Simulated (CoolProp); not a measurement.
Computed with CoolProp (reference Helmholtz-energy equation of state, Lemmon 2003). It is a pseudo-pure fit of the blend.

Problem. For R407C, give the phase and the cp (kJ/(kg K)), viscosity (µPa s), conductivity (mW/(m K)) at 216.15 °C and 0.0876 MPa; -57.25 °C and 4.09 MPa; 135.55 °C and 19.8 MPa.

Solution. 
- 216.15 °C and 0.0876 MPa: gas; cp 1.11, viscosity 20.2, conductivity 27.8
- -57.25 °C and 4.09 MPa: liquid; cp 1.29, viscosity 446, conductivity 124
- 135.55 °C and 19.8 MPa: supercritical; cp 1.64, viscosity 79.7, conductivity 65.1

Viscosity comes from a separate model (Geller 2000). Thermal conductivity comes from a separate model (Geller 2001).
